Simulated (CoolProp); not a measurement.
Properties of ammonia at several states (Tc = 132.4 °C, pc = 113.6 bar, ω = 0.256).

Computed with CoolProp (reference Helmholtz-energy equation of state, Gao 2020).

| T (°C) | p (bar) | phase | cp (kJ/(kg K)) | speed of sound (m/s) |
|---|---|---|---|---|
| 401.95 | 0.62 | gas | ? | ? |
| 277.95 | 5.98 | gas | ? | ? |
| 447.15 | 10.4 | gas | ? | ? |
| 80.75 | 343 | liquid | ? | ? |

Task: What belongs in the gaps?

Result: 
- 401.95, cp (kJ/(kg K)): 2.782
- 401.95, speed of sound (m/s): 632.2
- 277.95, cp (kJ/(kg K)): 2.583
- 277.95, speed of sound (m/s): 574.9
- 447.15, cp (kJ/(kg K)): 2.880
- 447.15, speed of sound (m/s): 650.5
- 80.75, cp (kJ/(kg K)): 4.767
- 80.75, speed of sound (m/s): 1212
